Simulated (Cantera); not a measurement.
Charge: 1 mol Fe(CO)₅, 1.8 mol H₂, 4.6 mol N₂, equilibrated at 1300 K.

Cantera equilibrium calculation (NASA polynomials, part measured and part estimated; ideal gas, pure solids and liquids). Candidate condensed phases: C, C₆H₆, C₇H₈, C₈H₁₈, Fe, Fe(CO)₅, FeO, Fe(OH)₂, Fe(OH)₃, Fe₂O₃, Fe₃O₄, H₂O; 140 gas species. The numbers say what is thermodynamically allowed, not how fast it happens.

Task: At 10.0 Pa, list the 4 most abundant gas species with their mole fractions, and the condensed phases.

Result: CO 0.439, N₂ 0.403, H₂ 0.158, H 4.40e-5. Condensed: Fe(γ).
